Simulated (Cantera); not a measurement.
**NO annealing gas**

An isothermal, constant-pressure homogeneous reactor starts with NO : N₂ : H₂O = 1 : 7.7 : 0.016 (molar parts), at 1648 K and 1.88 atm.

Model: GRI-Mech 3.0 (53 species, 325 reactions), integrated in Cantera.

```csv
t (s),x NO,x N₂O,x NO₂,x O₂,x O,x N₂
1.00e-6,0.115,1.31e-9,4.39e-11,<1e-12,1.26e-9,0.883
7.44e-6,0.115,9.72e-9,2.09e-9,1.28e-12,7.50e-9,0.883
5.54e-5,0.115,7.19e-8,5.11e-8,3.37e-11,1.81e-8,0.883
0.000412,0.115,5.12e-7,5.03e-7,5.80e-10,2.63e-8,0.883
0.00307,0.115,2.79e-6,4.74e-6,5.80e-8,9.49e-8,0.883
0.0228,0.115,5.15e-6,2.68e-5,1.28e-5,4.28e-7,0.883
0.170,0.114,5.14e-6,3.44e-5,0.000203,5.41e-7,0.884
1.26,0.111,4.89e-6,5.65e-5,0.00161,8.97e-7,0.885
9.41,0.0936,3.47e-6,0.000105,0.0105,1.96e-6,0.894
70.0,0.0400,7.14e-7,8.26e-5,0.0373,3.59e-6,0.921
```
x: mole fraction; the columns are a selection and need not sum to one.

Equilibrium at this temperature and pressure: NO 0.00135, N₂O 1.20e-7, NO₂ 3.42e-6, O₂ 0.0567, O 4.40e-6, N₂ 0.940 (gas phase only).
